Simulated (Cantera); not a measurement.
A perfectly stirred reactor is fed with 3.01 % H₂, 97.0 % O₂, at 5.55 Torr; it is held at 1425 K, and followed from long to short residence time.

Model: the H2/O2 subset of GRI-Mech 3.0, which has no nitrogen chemistry, integrated in Cantera. Radical loss at walls, strong at low pressure, is not modelled.

x: mole fraction; the columns are a selection and need not sum to one.

```tsv
τ (s)	x H₂	x O₂	x H₂O₂	x H	x OH	x O	x H₂O
5.8	6.39e-5	0.965	8.38e-9	___	0.00167	0.00390	0.0295
2.1	0.000113	0.961	1.07e-8	___	0.00222	0.00695	0.0290
0.79	0.000183	0.957	1.28e-8	___	0.00280	0.0112	0.0284
0.29	0.000275	0.951	1.45e-8	___	0.00334	0.0161	0.0277
0.11	0.000387	0.947	1.57e-8	___	0.00373	0.0199	0.0270
0.040	0.000586	0.945	1.68e-8	___	0.00405	0.0220	0.0265
0.015	0.00103	0.944	1.87e-8	___	0.00441	0.0224	0.0257
0.0055	0.00214	0.945	2.22e-8	0.00259	0.00501	0.0211	0.0241
0.0020	0.00487	0.948	2.69e-8	0.00277	0.00578	0.0180	0.0209
0.00075	0.0109	0.953	2.79e-8	___	0.00587	0.0125	0.0150
```

Complete the blanks.


- 5.8, x H: 0.000147
- 2.1, x H: 0.000349
- 0.79, x H: 0.000711
- 0.29, x H: 0.00123
- 0.11, x H: 0.00171
- 0.040, x H: 0.00207
- 0.015, x H: 0.00233
- 0.00075, x H: 0.00243
